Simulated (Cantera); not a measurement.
## Catalytic combustion on Pt

An isothermal plug-flow reactor at 925 K and 4.60 bar (inlet), inlet velocity 4.9 m/s, active area per volume 190 1/m; feed H₂ : O₂ : N₂ = 0.0027 : 0.2 : 0.79 (molar parts).

Model: Deutschmann's 1995 Pt surface mechanism with GRI-Mech 3.0 gas chemistry, integrated in Cantera. Catalytic surfaces can have several steady states; this one follows from the mechanism file's or the stated starting coverage. Mass transfer to the wall is taken as infinitely fast.

```
z (m)        x H₂   x O₂     x H₂O  θ free Pt   θ O*    θ OH*
-------  --------  -----  --------  ---------  -----  -------
0.00012   0.00269  0.201   3.19e-5     0.0690  0.930  0.00116
0.0002    0.00267  0.201   5.29e-5     0.0689  0.930  0.00117
0.00033   0.00263  0.201   8.66e-5     0.0687  0.930  0.00117
0.00055   0.00258  0.201  0.000142     0.0684  0.930  0.00119
0.00092   0.00249  0.201  0.000233     0.0679  0.931  0.00120
0.0015    0.00235  0.201  0.000368     0.0673  0.931  0.00123
0.0026    0.00212  0.201  0.000602     0.0661  0.933  0.00127
0.0043    0.00181  0.201  0.000912     0.0646  0.934  0.00132
0.0071    0.00140  0.201   0.00132     0.0628  0.936  0.00138
0.012    0.000914  0.201   0.00181     0.0606  0.938  0.00144
```
x: gas mole fraction; θ: surface coverage.
